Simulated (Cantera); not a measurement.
Cantera run:

```python
import numpy as np
import cantera as ct

gas_names = """
    C CN C2 CCN CNC C2N2 C3 C4 C4N2 C5 N N2 Si SiC SiC2 SiN Si2 Si2C Si2N Si3
""".split()
cond_names = """
    C(gr) Si(cr) Si(L) SiC(b) Si3N4(a)
""".split()


# ... load() reads the species with a 1 bar reference pressure and builds the phases ...
atoms = {
    'Si3N4': {'Si': 3, 'N': 4},
    'C': {'C': 1},
    'N2': {'N': 2},
}
top_T = {'C(gr)': 4500, 'SiC(b)': 3050, 'Si3N4(a)': 2400}  # K; cautious upper limits of use, not melting points


# ... equilibrate(T, P, feed) seeds the gas with the atoms and calls Mixture.equilibrate('TP', solver="vcs", rtol=1e-11, max_steps=5000) ...
results = []
feed = {'Si3N4': 1, 'C': 0.56, 'N2': 3.4}  # mol
P = 97  # Pa
for T in [2100, 2175, 2250, 2325, 2400, 2475, 2550, 2625, 2700, 2775, 2850]:
    mix = equilibrate(T, P, feed)
    results.append((T, P, feed, dict(zip(mix.species_names, mix.species_moles))))

top = {s: max(r[3][s] / sum(r[3][g] for g in gas_names) for r in results) for s in gas_names}
cols = sorted((s for s in top if top[s] > 0.001), key=lambda s: -top[s])[:5]
seen = [c for c in cond_names if any(r[3].get(c, 0) > 1e-12 for r in results)]
print("log10 of partial pressures in bar; condensed amounts in mol")
print(f"{'T/K':>10s}" + "".join(f"{s[:9]:>10s}" for s in cols + seen))
for T, P, feed, n in results:
    ng = sum(n[g] for g in gas_names)
    print(f"{T:10.4g}" + "".join(f"{np.log10(max(n[s] / ng * P / 1e5, 1e-99)):10.3f}" for s in cols)
          + "".join(f"{n.get(c, 0):10.4g}" for c in seen))
```

It prints:

```
log10 of partial pressures in bar; condensed amounts in mol
       T/K        N2        Si      SiC2      Si2C        CN     Si(L)    SiC(b)
      2100    -3.082    -3.875    -7.282    -5.263    -8.358     1.488    0.5237
      2175    -3.173    -3.560    -6.584    -4.829    -7.906         0    0.4369
      2250    -3.176    -3.557    -5.644    -4.716    -7.154         0    0.3671
      2325    -3.190    -3.552    -4.768    -4.609    -6.458         0   0.06513
      2400    -3.198    -3.532    -4.606    -4.815    -6.141         0         0
      2475    -3.202    -3.519    -4.560    -5.070    -5.891         0         0
      2550    -3.204    -3.511    -4.544    -5.331    -5.666         0         0
      2625    -3.206    -3.506    -4.547    -5.590    -5.462         0         0
      2700    -3.208    -3.502    -4.568    -5.845    -5.279         0         0
      2775    -3.211    -3.499    -4.611    -6.097    -5.116         0         0
      2850    -3.214    -3.495    -4.679    -6.349    -4.977         0         0
```

Method: chemical equilibrium by Gibbs-energy minimisation in Cantera with the NASA 1993 tables (ideal gas, pure condensed phases). Mutual solubility and eutectic melting of coexisting phases are not modelled. The tables' values for SiN are old estimates; treat these amounts as uncertain.
